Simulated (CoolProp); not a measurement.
Vapour-liquid equilibrium of R22 (1) + methanol (2) at 0.103 MPa; x and y are mole fractions of (1).

Values from CoolProp's multi-fluid Helmholtz-energy mixture model, Kamei 1995 and de Reuck 1993; pair parameters Bell 2016.

```tsv
x	bubble temperature (K)	y at the bubble point	dew temperature at overall composition x (K)	liquid density (mol/L)
0.05	298.7	0.834	336.7	23.90
0.2	261.0	0.985	332.5	23.25
0.35	249.5	0.994	327.5	21.95
0.5	243.5	0.997	321.5	20.59
0.65	239.7	0.998	313.7	19.26
0.8	236.7	0.999	302.3	17.96
0.95	233.8	1.000	278.0	16.70
```

No azeotrope shows between x = 0.05 and 0.95.

Pair parameters are fitted to limited data, so mixtures are less certain than the pure fluids.
